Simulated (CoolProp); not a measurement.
Toluene along the isotherm 620 K: density (kg/m³) from the reference equation and from simpler models built on Tc = 591.7 K, pc = 41.26 bar, ω = 0.266; each cubic takes its own stable root.

Values from CoolProp's reference Helmholtz-energy equation of state, Lemmon 2006. It is a short technical equation, of lower accuracy than the large ones.

```
p (bar)          phase  reference
-------  -------------  ---------
51.6     supercritical      217.4
103      supercritical      493.3
155      supercritical      542.9
206      supercritical      572.6
258      supercritical      594.9
309      supercritical      612.4
361      supercritical      627.4
413      supercritical      640.3
```

Problem. How far does each simpler model (ideal gas, van der Waals, Redlich-Kwong, Soave-Redlich-Kwong, Peng-Robinson) lie from the reference over these 8 states: mean and median of the absolute difference, and the worst?

Solution. 
- ideal gas: mean 31.9 %, median 29.1 %, worst -62.7 % at 620 K and 103 bar
- van der Waals: mean 25.3 %, median 27.4 %, worst -27.5 % at 620 K and 413 bar
- Redlich-Kwong: mean 7.9 %, median 7.5 %, worst -13.3 % at 620 K and 103 bar
- Soave-Redlich-Kwong: mean 9.5 %, median 8.6 %, worst -15.3 % at 620 K and 103 bar
- Peng-Robinson: mean 2.9 %, median 2.7 %, worst -6.7 % at 620 K and 103 bar
